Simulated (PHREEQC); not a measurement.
1 kg of water meets 20 L of dry gas (CO2 0.39, H2 0.61 by moles) at fixed total pressure, at 50 °C; fugacities by Peng-Robinson. The gases take part in no redox reaction, some water evaporates into the gas, and hydrates or a liquid gas phase aren't modelled. No solid was allowed to form.

Model: ion-association model, phreeqc.dat, run in PHREEQC.

| P (atm) | dissolved CO2 (all carbonate carbon) (mol/kgw) | φ of CO2 | p of CO2 (atm) | dissolved H2 (mol/kgw) | φ of H2 |
|---|---|---|---|---|---|
| 2 | 0.0140 | 0.993 | 0.722 | 0.000844 | 1.002 |
| 5 | 0.0359 | 0.984 | 1.87 | 0.00219 | 1.004 |
| 10 | 0.0712 | 0.968 | 3.79 | 0.00443 | 1.007 |
| 20 | 0.138 | 0.938 | 7.64 | 0.00888 | 1.015 |
| 30 | 0.199 | 0.909 | 11.5 | 0.0133 | 1.022 |
| 40 | 0.255 | 0.882 | 15.3 | 0.0177 | 1.030 |
| 50 | 0.307 | 0.856 | 19.2 | 0.0220 | 1.038 |
| 75 | 0.417 | 0.795 | 28.9 | 0.0328 | 1.058 |
| 100 | 0.506 | 0.742 | 38.5 | 0.0434 | 1.079 |
| 150 | 0.632 | 0.654 | 57.9 | 0.0641 | 1.123 |
| 200 | 0.712 | 0.586 | 77.4 | 0.0841 | 1.167 |
| 300 | 0.798 | 0.497 | 116 | 0.122 | 1.253 |
| 400 | 0.841 | 0.447 | 155 | 0.155 | 1.336 |

Species that the database lacks are ignored. At this temperature some constants are extrapolated from 25 °C, and those without enthalpy data are left unchanged.
